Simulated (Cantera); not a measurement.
Input (Python, Cantera):

```python
import numpy as np
import cantera as ct

gas = ct.Solution("h2o2.yaml")
gas.TPX = 1300, 100000, {'H2': 0.95, 'O2': 1, 'N2': 15}
inlet = ct.Reservoir(gas, clone=True)

reactor = ct.IdealGasConstPressureReactor(gas, energy="off", clone=False)
exhaust = ct.Reservoir(gas, clone=True)
tau = [3.9, 1.7, 0.72, 0.31, 0.13, 0.057, 0.024, 0.011, 0.0045][0]
for a, b in ((inlet, reactor), (reactor, exhaust)):
    ct.MassFlowController(a, b, mdot=lambda t: reactor.mass / tau)
net = ct.ReactorNet([reactor])
show = ['H2', 'O2', 'H2O2', 'H', 'H2O']

rows = []
print(f"{'tau/s':>10s}{'T/K':>9s}" + "".join(f"{s:>11s}" for s in show))
for tau in [3.9, 1.7, 0.72, 0.31, 0.13, 0.057, 0.024, 0.011, 0.0045]:
    net.initial_time = 0.0
    net.advance(30 * tau)
    before = gas.X
    net.advance(40 * tau)
    drift = np.max(np.abs(gas.X - before) / (gas.X + 1e-9))
    rows.append([gas.T, *gas[show].X, drift])
    print(f"{tau:10.3e}{gas.T:9.1f}" + "".join(f"{x:11.3e}" for x in gas[show].X))
```

Output:

```
     tau/s      T/K         H2         O2       H2O2          H        H2O
 3.900e+00   1300.0  1.466e-05  3.186e-02  5.281e-08  4.201e-07  5.762e-02
 1.700e+00   1300.0  2.553e-05  3.185e-02  8.208e-08  9.612e-07  5.760e-02
 7.200e-01   1300.0  4.528e-05  3.185e-02  1.272e-07  2.267e-06  5.756e-02
 3.100e-01   1300.0  7.920e-05  3.186e-02  1.919e-07  5.264e-06  5.751e-02
 1.300e-01   1300.0  1.403e-04  3.186e-02  2.869e-07  1.253e-05  5.742e-02
 5.700e-02   1300.0  2.394e-04  3.188e-02  4.107e-07  2.848e-05  5.727e-02
 2.400e-02   1300.0  4.152e-04  3.192e-02  5.818e-07  6.709e-05  5.703e-02
 1.100e-02   1300.0  6.748e-04  3.198e-02  7.742e-07  1.444e-04  5.666e-02
 4.500e-03   1300.0  1.161e-03  3.212e-02  1.034e-06  3.431e-04  5.597e-02
```

Model: the H2/O2 subset of GRI-Mech 3.0, which has no nitrogen chemistry, integrated in Cantera. The temperature is held fixed by assumption; the heat of reaction is taken as removed at once.
